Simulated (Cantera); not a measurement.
A closed system holds: 1 mol MgO, 0.034 mol HCl, a varied amount of O2, held at 1648.15 K and 100000 Pa.

Cantera equilibrium calculation (NASA polynomials, part measured and part estimated; ideal gas, pure solids and liquids). Candidate condensed phases: H2O, Mg, MgCl2, MgO, Mg(OH)2; 22 gas species. The numbers say what is thermodynamically allowed, not how fast it happens.

x: gas mole fraction; n: condensed amount in mol.

```json
[
 {"n(O2) (mol)": "0.056", "x O2": "0.609", "x HCl": "0.272", "x H2O": "0.0536", "x Cl2": "0.0218", "x Cl": "0.0214", "x MgCl2": "0.0211", "x ClO": "0.000346", "n MgO(s)": "0.998"},
 {"n(O2) (mol)": "0.073", "x O2": "?", "x HCl": "?", "x H2O": "?", "x Cl2": "?", "x Cl": "?", "x MgCl2": "?", "x ClO": "0.000336", "n MgO(s)": "0.998"},
 {"n(O2) (mol)": "0.095", "x O2": "0.726", "x HCl": "0.187", "x H2O": "0.0386", "x Cl2": "0.0156", "x Cl": "0.0181", "x MgCl2": "0.0138", "x ClO": "0.000320", "n MgO(s)": "0.998"},
 {"n(O2) (mol)": "0.12", "x O2": "0.770", "x HCl": "0.156", "x H2O": "0.0327", "x Cl2": "0.0131", "x Cl": "0.0166", "x MgCl2": "0.0113", "x ClO": "0.000302", "n MgO(s)": "0.998"},
 {"n(O2) (mol)": "0.16", "x O2": "0.817", "x HCl": "0.122", "x H2O": "0.0264", "x Cl2": "0.0104", "x Cl": "0.0148", "x MgCl2": "0.00864", "x ClO": "0.000276", "n MgO(s)": "0.998"},
 {"n(O2) (mol)": "0.21", "x O2": "0.854", "x HCl": "0.0965", "x H2O": "0.0214", "x Cl2": "0.00815", "x Cl": "0.0131", "x MgCl2": "0.00664", "x ClO": "0.000250", "n MgO(s)": "0.998"},
 {"n(O2) (mol)": "0.28", "x O2": "0.886", "x HCl": "?", "x H2O": "?", "x Cl2": "?", "x Cl": "?", "x MgCl2": "?", "x ClO": "?", "n MgO(s)": "0.998"},
 {"n(O2) (mol)": "0.37", "x O2": "0.911", "x HCl": "0.0572", "x H2O": "0.0134", "x Cl2": "0.00470", "x Cl": "0.00994", "x MgCl2": "0.00371", "x ClO": "0.000196", "n MgO(s)": "0.999"},
 {"n(O2) (mol)": "0.48", "x O2": "0.929", "x HCl": "0.0445", "x H2O": "0.0108", "x Cl2": "0.00359", "x Cl": "0.00868", "x MgCl2": "0.00280", "x ClO": "0.000173", "n MgO(s)": "0.999"},
 {"n(O2) (mol)": "0.63", "x O2": "0.945", "x HCl": "0.0340", "x H2O": "0.00852", "x Cl2": "0.00267", "x Cl": "0.00750", "x MgCl2": "0.00207", "x ClO": "0.000151", "n MgO(s)": "0.999"},
 {"n(O2) (mol)": "0.82", "x O2": "0.957", "x HCl": "0.0261", "x H2O": "0.00678", "x Cl2": "0.00199", "x Cl": "0.00647", "x MgCl2": "0.00153", "x ClO": "0.000131", "n MgO(s)": "0.999"},
 {"n(O2) (mol)": "1.1", "x O2": "0.967", "x HCl": "0.0194", "x H2O": "0.00525", "x Cl2": "0.00142", "x Cl": "0.00546", "x MgCl2": "0.00109", "x ClO": "0.000111", "n MgO(s)": "0.999"},
 {"n(O2) (mol)": "1.4", "x O2": "0.974", "x HCl": "0.0151", "x H2O": "0.00426", "x Cl2": "0.00107", "x Cl": "0.00474", "x MgCl2": "0.000814", "x ClO": "9.67e-5", "n MgO(s)": "0.999"}
]
```

Problem. Some entries are withheld; supply them.

Solution. 
- 0.073, x O2: 0.671
- 0.073, x HCl: 0.227
- 0.073, x H2O: 0.0458
- 0.073, x Cl2: 0.0187
- 0.073, x Cl: 0.0198
- 0.073, x MgCl2: 0.0172
- 0.28, x HCl: 0.0743
- 0.28, x H2O: 0.0169
- 0.28, x Cl2: 0.00621
- 0.28, x Cl: 0.0114
- 0.28, x MgCl2: 0.00497
- 0.28, x ClO: 0.000222
